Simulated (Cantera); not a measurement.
An isothermal, constant-pressure homogeneous reactor starts with 17.5 % NO, 82.5 % N2, at 1975 K and 10.00 Torr.

Computed with Cantera and GRI-Mech 3.0 (53 species, 325 reactions). Radical loss at walls, strong at low pressure, is not modelled.

x: mole fraction; the columns are a selection and need not sum to one.

```json
[
 {"t (s)": "7.00e-5", "x NO": "0.175", "x O2": "3.05e-12", "x NO2": "2.69e-12", "x N2": "0.825", "x N2O": "2.77e-8", "x O": "(withheld)"},
 {"t (s)": "0.000310", "x NO": "0.175", "x O2": "6.03e-11", "x NO2": "5.23e-11", "x N2": "0.825", "x N2O": "1.22e-7", "x O": "(withheld)"},
 {"t (s)": "0.00137", "x NO": "0.175", "x O2": "1.19e-9", "x NO2": "9.69e-10", "x N2": "0.825", "x N2O": "5.32e-7", "x O": "(withheld)"},
 {"t (s)": "0.00605", "x NO": "0.175", "x O2": "2.40e-8", "x NO2": "1.55e-8", "x N2": "0.825", "x N2O": "2.21e-6", "x O": "(withheld)"},
 {"t (s)": "0.0268", "x NO": "0.175", "x O2": "5.43e-7", "x NO2": "1.67e-7", "x N2": "0.825", "x N2O": "7.46e-6", "x O": "(withheld)"},
 {"t (s)": "0.118", "x NO": "0.175", "x O2": "1.45e-5", "x NO2": "1.05e-6", "x N2": "0.825", "x N2O": "1.33e-5", "x O": "(withheld)"},
 {"t (s)": "0.523", "x NO": "0.175", "x O2": "0.000308", "x NO2": "2.96e-6", "x N2": "0.825", "x N2O": "1.25e-5", "x O": "(withheld)"},
 {"t (s)": "2.31", "x NO": "0.169", "x O2": "0.00280", "x NO2": "4.69e-6", "x N2": "0.827", "x N2O": "1.11e-5", "x O": "(withheld)"},
 {"t (s)": "10.2", "x NO": "0.141", "x O2": "0.0169", "x NO2": "8.19e-6", "x N2": "0.842", "x N2O": "6.85e-6", "x O": "(withheld)"},
 {"t (s)": "45.2", "x NO": "0.0407", "x O2": "0.0667", "x NO2": "4.74e-6", "x N2": "0.891", "x N2O": "4.99e-7", "x O": "(withheld)"},
 {"t (s)": "200", "x NO": "0.00507", "x O2": "0.0844", "x NO2": "6.67e-7", "x N2": "0.909", "x N2O": "3.46e-8", "x O": "(withheld)"}
]
```

Task: Complete the blanks.

Result: 
- 7.00e-5, x O: 2.78e-8
- 0.000310, x O: 1.23e-7
- 0.00137, x O: 5.52e-7
- 0.00605, x O: 2.58e-6
- 0.0268, x O: 1.36e-5
- 0.118, x O: 7.62e-5
- 0.523, x O: 0.000262
- 2.31, x O: 0.000401
- 10.2, x O: 0.000696
- 45.2, x O: 0.00125
- 200, x O: 0.00139
